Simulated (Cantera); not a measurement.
A freely propagating, adiabatic, planar premixed flame of CO : H₂ : O₂ : N₂ = 1 : 0.38 : 0.627 : 2.36 (molar parts), unburnt at 598 K and 10.0 bar; mixture-averaged transport, grid criteria slope 0.08 and curve 0.16, no radiation.

Detailed kinetics in Cantera: GRI-Mech 3.0 (53 species, 325 reactions). The hydrogen kinetics of GRI-Mech 3.0 are dated; newer H2 mechanisms differ, most at raised pressure. Burning velocities carry a grid error of a few per cent, more on coarse grids.

Q: What does this change do: inlet temperature 598 to 650 K?

A: 
| quantity | before | after |
|---|---|---|
| laminar burning velocity | 180 cm/s | 215 cm/s |
| thermal thickness | 0.0431 mm | 0.0433 mm |
| peak x(H) | 0.00641 | 0.00685 |
| peak x(OH) | 0.00914 | 0.00962 |

Q: What does this change do: inlet temperature 598 to 523 K?

A: 
```csv
quantity,before,after
laminar burning velocity,180 cm/s,138 cm/s
thermal thickness,0.0431 mm,0.0430 mm
peak x(H),0.00641,0.00584
peak x(OH),0.00914,0.00848
```
